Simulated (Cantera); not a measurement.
A closed system holds: 1 mol SiC, 0.032 mol N2O, 59 mol H2, 0.051 mol CO2, at 1298 K and 1.00 bar.

Cantera equilibrium calculation (NASA polynomials, part measured and part estimated; ideal gas, pure solids and liquids). Candidate condensed phases: C, C6H6, C7H8, C8H18, H2O, Si, SiC, SiO2, Si2N2O, Si3N4; 151 gas species. Mutual solubility and eutectic melting of coexisting phases are not modelled. The tables hold silica as quartz up to 1696 K and as liquid above; real silica turns to tridymite and cristobalite and melts near 1996 K. Kinetics and transport are ignored.

**Question.** What is the equilibrium state?

**Answer.** 
| Quantity | Result |
|---|---|
| x(H2) | 0.997 |
| x(CH4) | 0.00266 |
| x(CO) | 0.000104 |
| x(H2O) | 2.87e-6 |
| x(H) | 1.07e-6 |
| n(SiC(s)) | 0.888 mol |
| n(SiO2(β-quartz)) | 0.0478 mol |
| n(Si2N2O(s)) | 0.0320 mol |
| gas amount | 58.85 mol |
| log10 activity of C(graphite) (absent) | -0.47 |
| log10 activity of Si(s) (absent) | -2.06 |
